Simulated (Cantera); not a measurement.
Mixture: 3.66 % CH₄, 0.274 % C₂H₆, 19.2 % O₂, 72.4 % N₂, 4.39 % H₂O, equivalence ratio 0.43, at 1700000 Pa, adiabatic and at constant volume. Ignition delay is the time to a rise of 400 K.

Model: GRI-Mech 3.0 (53 species, 325 reactions), integrated in Cantera. The pressure lies above the range GRI-Mech 3.0 was tuned for (to about 10 atm).

### Question
Predict: delay at 1200 K; delay at 1275 K; delay at 1350 K; delay at 1425 K; delay at 1500 K; delay at 1575 K; apparent activation energy between 1425 and 1575 K.

### Answer
delay at 1200 K: 0.929 ms
delay at 1275 K: 0.368 ms
delay at 1350 K: 0.162 ms
delay at 1425 K: 77.7 µs
delay at 1500 K: 39.9 µs
delay at 1575 K: 21.6 µs
apparent activation energy between 1425 and 1575 K: 160 kJ/mol
